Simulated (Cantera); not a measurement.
Source: NASA polynomial tables (part measured, part estimated), evaluated in Cantera. Values are per mole of reaction as written; species without (g) are pure solids or liquids, kept so even where they would boil at 1 bar.

**Question.** Between 1123 and 1523 K, where is each reaction favourable under standard conditions?
- 4 Ta + 5 H₂O₂(g) = 2 Ta₂O₅ + 10 H(g)

**Answer.** 
- 4 Ta + 5 H₂O₂(g) = 2 Ta₂O₅ + 10 H(g): ΔG° is -1446 kJ at 1123 K and -1578 kJ at 1523 K; it stays negative (K > 1). ΔH° is -1046 kJ and ΔS° 349 J/K at 1523 K.
